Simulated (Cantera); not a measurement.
What does this Cantera script print?

```python
import numpy as np
import cantera as ct

gas_names = """
    Fe FeO Fe(OH)2 H HO2 H2 H2O H2O2 O OH O2 O3
""".split()
cond_names = """
    Fe(a) Fe(c) Fe(d) Fe(L) FeO(s) FeO(L) Fe(OH)2(s) Fe(OH)3(s) Fe2O3(s) Fe3O4(s) H2O(s) H2O(L)
""".split()


def load(file, names, dense=False):
    # The tables refer to 1 bar. Condensed volumes are neglected.
    table = {s.name: s for s in ct.Species.list_from_file(file)}
    out = []
    for n in names:
        d = dict(table[n].input_data)
        d["thermo"] = dict(d["thermo"], **{"reference-pressure": 1e5})
        if dense:
            d["equation-of-state"] = {"model": "constant-volume", "density": "1e6 g/cm^3"}
        out.append(ct.Species.from_dict(d))
    return out


gas = ct.Solution(thermo="ideal-gas", species=load("nasa_gas.yaml", gas_names))
cond = {s.name: ct.Solution(thermo="fixed-stoichiometry", species=[s], name=s.name)
        for s in load("nasa_condensed.yaml", cond_names, dense=True)}
atoms = {
    'Fe3O4': {'Fe': 3, 'O': 4},
    'H2': {'H': 2},
    'H2O': {'H': 2, 'O': 1},
}
top_T = {'Fe2O3(s)': 1830, 'Fe3O4(s)': 1870}  # K; cautious upper limits of use, not melting points


def equilibrate(T, P, feed):
    n = {}
    for name, mol in feed.items():
        for a, k in atoms[name].items():
            n[a] = n.get(a, 0.0) + k * mol
    gas.TPX = T, P, n
    mass = sum(n.values()) * gas.mean_molecular_weight
    gas.equilibrate("TP")
    valid = [c for c in cond.values() if c.min_temp <= T <= top_T.get(c.name, c.max_temp)]
    mix = ct.Mixture([(gas, mass / gas.mean_molecular_weight)] + [(c, 0.0) for c in valid])
    mix.T, mix.P = T, P
    mix.equilibrate("TP", solver="vcs", rtol=1e-11, max_steps=5000)
    return mix


results = []
feed = {'Fe3O4': 1, 'H2': 150, 'H2O': 1.1}  # mol
P = 61  # Pa
for T in [1175, 1225, 1275, 1325, 1375, 1425, 1475, 1525, 1575, 1625, 1675]:
    mix = equilibrate(T, P, feed)
    results.append((T, P, feed, dict(zip(mix.species_names, mix.species_moles))))

top = {s: max(r[3][s] / sum(r[3][g] for g in gas_names) for r in results) for s in gas_names}
cols = sorted((s for s in top if top[s] > 1e-05), key=lambda s: -top[s])[:7]
seen = [c for c in cond_names if any(r[3].get(c, 0) > 1e-12 for r in results)]
print("log10 of partial pressures in bar; condensed amounts in mol")
print(f"{'T/K':>10s}" + "".join(f"{s[:9]:>10s}" for s in cols + seen))
for T, P, feed, n in results:
    ng = sum(n[g] for g in gas_names)
    print(f"{T:10.4g}" + "".join(f"{np.log10(max(n[s] / ng * P / 1e5, 1e-99)):10.3f}" for s in cols)
          + "".join(f"{n.get(c, 0):10.4g}" for c in seen))
```

It prints:

```
log10 of partial pressures in bar; condensed amounts in mol
       T/K        H2       H2O        Fe         H     Fe(a)     Fe(c)     Fe(d)
      1175    -3.230    -4.686   -10.677    -8.526         3         0         0
      1225    -3.230    -4.686    -9.948    -8.121         0         3         0
      1275    -3.230    -4.686    -9.277    -7.747         0         3         0
      1325    -3.230    -4.686    -8.659    -7.401         0     2.999         0
      1375    -3.230    -4.686    -8.086    -7.080         0     2.998         0
      1425    -3.230    -4.686    -7.554    -6.781         0     2.993         0
      1475    -3.230    -4.687    -7.059    -6.502         0     2.978         0
      1525    -3.230    -4.687    -6.597    -6.241         0     2.937         0
      1575    -3.231    -4.687    -6.165    -5.997         0      2.83         0
      1625    -3.232    -4.688    -5.761    -5.768         0     2.569         0
      1675    -3.235    -4.690    -5.382    -5.552         0         0     1.962
```

Method: chemical equilibrium by Gibbs-energy minimisation in Cantera with the NASA 1993 tables (ideal gas, pure condensed phases).
